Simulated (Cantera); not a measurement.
Feed: 1 mol TiO2, 0.64 mol MgO, 0.96 mol O2, at 1525 °C and 0.00120 bar.

These are equilibrium values from Cantera (NASA tables, ideal gas, pure condensed phases), not measurements of a reactor. Candidate condensed phases: Mg, MgO, MgTiO3, MgTi2O5, Mg2TiO4, Ti, TiO, TiO2, Ti2O3, Ti3O5, Ti4O7; 9 gas species. Mutual solubility and eutectic melting of coexisting phases are not modelled. Condensed phases not in the tables: alloys, solid solutions and most ternary compounds. The numbers say what is thermodynamically allowed, not how fast it happens.

Problem. What is the equilibrium state?

Solution. 
| Item | Value |
|---|---|
| x(O2) | 0.997 |
| x(O) | 0.00344 |
| x(TiO2) | 1.56e-6 |
| n(MgTiO3(s)) | 0.280 mol |
| n(MgTi2O5(s)) | 0.360 mol |
| gas amount | 0.9617 mol |
| log10 activity of Ti3O5(s) (absent) | -4.73 |
| log10 activity of Ti4O7(s) (absent) | -4.90 |
| log10 activity of Ti2O3(s) (absent) | -5.02 |
